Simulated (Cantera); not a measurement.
## Si + Cl2 + H2 (chlorosilane synthesis and conversion)

Feed: 1 mol Si, 1.9 mol Cl2, 4.7 mol H2, equilibrated at 0.770 bar.

These are equilibrium values from Cantera (NASA tables, ideal gas, pure condensed phases), not measurements of a reactor. Candidate condensed phases: Si; 19 gas species. The tables' values for SiCl3 are old estimates; treat these amounts as uncertain. Kinetics and transport are ignored.

From 775 K to 1125 K nothing is condensed. From 1175 K to 1275 K the condensed part is Si(s). The main Si-bearing gas is SiCl4 throughout.

```tsv
T (K)	x H2	x SiCl4	x HCl	x SiHCl3	x SiCl2	x SiCl3	x SiH2Cl2	n Si(s)
775	0.819	0.142	0.00207	0.0363	3.55e-7	1.88e-5	0.000719	0
825	0.818	0.140	0.00376	0.0377	1.81e-6	5.37e-5	0.000856	0
875	0.815	0.138	0.00620	0.0396	8.02e-6	0.000138	0.00104	0
925	0.812	0.135	0.00943	0.0421	3.14e-5	0.000326	0.00129	0
975	0.808	0.131	0.0135	0.0450	0.000110	0.000713	0.00161	0
1025	0.803	0.127	0.0183	0.0478	0.000344	0.00145	0.00200	0
1075	0.798	0.122	0.0241	0.0501	0.000966	0.00273	0.00241	0
1125	0.791	0.116	0.0311	0.0514	0.00240	0.00477	0.00279	0
1175	0.783	0.111	0.0413	0.0496	0.00496	0.00751	0.00285	0.00532
1225	0.772	0.104	0.0540	0.0465	0.00922	0.0110	0.00277	0.0108
1275	0.759	0.0953	0.0686	0.0426	0.0160	0.0153	0.00264	0.0113
```
x: gas mole fraction; n: condensed amount in mol.
